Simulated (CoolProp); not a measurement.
A simple Rankine cycle with cyclopropane: condensing at 309.15 K, boiler at 2.19 MPa, turbine inlet 347.7 K, turbine efficiency 0.65, pump efficiency 0.8, no recuperator. Each further row changes one setting.

Computed with CoolProp (reference Helmholtz-energy equation of state, Polt 1992). This equation is an older, rougher fit; its heat capacities, sound speeds and derivatives of the liquid may be far off and weren't checked against measurements.

```json
[
 {"case": "as stated", "thermal efficiency (%)": "5.9", "net work (kJ/kg)": "___", "heat in (kJ/kg)": "410", "turbine exit temperature (K)": "309.5", "volume ratio over the turbine": "2.32"},
 {"case": "turbine inlet 367.7 K", "thermal efficiency (%)": "6.1", "net work (kJ/kg)": "___", "heat in (kJ/kg)": "455", "turbine exit temperature (K)": "333.4", "volume ratio over the turbine": "2.29"},
 {"case": "condensing temperature 301.15 K", "thermal efficiency (%)": "___", "net work (kJ/kg)": "30.6", "heat in (kJ/kg)": "429", "turbine exit temperature (K)": "301.2", "volume ratio over the turbine": "2.84"},
 {"case": "boiler pressure 1.53 MPa", "thermal efficiency (%)": "3.6", "net work (kJ/kg)": "15.8", "heat in (kJ/kg)": "___", "turbine exit temperature (K)": "___", "volume ratio over the turbine": "1.58"},
 {"case": "turbine efficiency 0.55", "thermal efficiency (%)": "4.9", "net work (kJ/kg)": "20.1", "heat in (kJ/kg)": "410", "turbine exit temperature (K)": "311.9", "volume ratio over the turbine": "2.36"}
]
```

Question: Some entries are withheld; supply them.

Answer: 
- as stated, net work (kJ/kg): 24.3
- turbine inlet 367.7 K, net work (kJ/kg): 27.8
- condensing temperature 301.15 K, thermal efficiency (%): 7.1
- boiler pressure 1.53 MPa, heat in (kJ/kg): 435
- boiler pressure 1.53 MPa, turbine exit temperature (K): 328.8
